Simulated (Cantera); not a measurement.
Reactions in the system C-O-Ta

Cantera with NASA thermochemical tables; ideal gases at 1 bar, condensed phases pure. Values are per mole of reaction as written; species without (g) are pure solids or liquids, kept so even where they would boil at 1 bar. TaC: taken at fixed stoichiometry.

3 Ta + 3 CO₂(g) → 3 TaC + 2 O₃(g)

```
T (K)  ΔH° (kJ)  ΔS° (J/K)  ΔG° (kJ)  log10 K
-----  --------  ---------  --------  -------
300      1031.8     -160.6    1080.0  -188.04
400      1032.5     -158.8    1096.0  -143.12
450      1033.1     -157.4    1103.9  -128.14
500      1033.8     -155.8    1111.7  -116.14
550      1034.6     -154.3    1119.5  -106.32
600      1035.5     -152.7    1127.2   -98.13
```

2 Ta + 2 CO(g) → 2 TaC + O₂(g)

| T (K) | ΔH° (kJ) | ΔS° (J/K) | ΔG° (kJ) | log10 K |
|---|---|---|---|---|
| 300 | -67.1 | -188.4 | -10.6 | 1.85 |
| 400 | -67.3 | -188.8 | 8.3 | -1.08 |
| 450 | -67.1 | -188.3 | 17.7 | -2.05 |
| 500 | -66.7 | -187.6 | 27.1 | -2.83 |
| 550 | -66.3 | -186.8 | 36.4 | -3.46 |
| 600 | -65.8 | -185.9 | 45.8 | -3.98 |

TaO₂(g) + CO(g) → O₃(g) + TaC

```json
[
 {"T (K)": "300", "ΔH° (kJ)": "309.1", "ΔS° (J/K)": "-196.5", "ΔG° (kJ)": "368.0", "log10 K": "-64.08"},
 {"T (K)": "400", "ΔH° (kJ)": "309.7", "ΔS° (J/K)": "-194.9", "ΔG° (kJ)": "387.6", "log10 K": "-50.62"},
 {"T (K)": "450", "ΔH° (kJ)": "310.1", "ΔS° (J/K)": "-193.8", "ΔG° (kJ)": "397.3", "log10 K": "-46.12"},
 {"T (K)": "500", "ΔH° (kJ)": "310.7", "ΔS° (J/K)": "-192.6", "ΔG° (kJ)": "407.0", "log10 K": "-42.52"},
 {"T (K)": "550", "ΔH° (kJ)": "311.3", "ΔS° (J/K)": "-191.4", "ΔG° (kJ)": "416.6", "log10 K": "-39.56"},
 {"T (K)": "600", "ΔH° (kJ)": "312.0", "ΔS° (J/K)": "-190.2", "ΔG° (kJ)": "426.1", "log10 K": "-37.10"}
]
```
